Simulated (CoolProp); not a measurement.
A single-stage vapour-compression cycle with the fluid: evaporating at 229.15 K (dew point), condensing at 285.15 K (bubble point), superheat 2 K, subcooling 8 K, compressor efficiency 0.85, no pressure losses. The same conditions are run with several fluids, on thermodynamics alone (safety and materials aside).

The numbers come from the reference Helmholtz-energy equation of state of each fluid (vinyl chloride: Thol 2022; cis-2-butene: Lemmon 2005; dimethyl ether: Wu 2011; ethane: Bücker 2006; R134a: Tillner-Roth 1994; CH3F (R41): Lemmon 2006) in CoolProp.

```csv
fluid,cooling COP,pressure ratio,discharge temperature (K),refrigerating effect (kJ/kg),volumetric capacity (kJ/m³)
vinyl chloride,2.97,10.8,357.4,310,247
cis-2-butene,3.03,13.2,?,360,111
dimethyl ether,?,9.84,329.0,?,376
ethane,2.48,4.64,321.3,276,3350
R134a,2.92,10.7,311.7,?,376
CH3F (R41),?,?,357.6,324,3170
```

Problem. Fill in the missing entries.

Solution. 
- cis-2-butene, discharge temperature (K): 321.5
- dimethyl ether, cooling COP: 2.98
- dimethyl ether, refrigerating effect (kJ/kg): 381
- R134a, refrigerating effect (kJ/kg): 168
- CH3F (R41), cooling COP: 2.62
- CH3F (R41), pressure ratio: 5.66
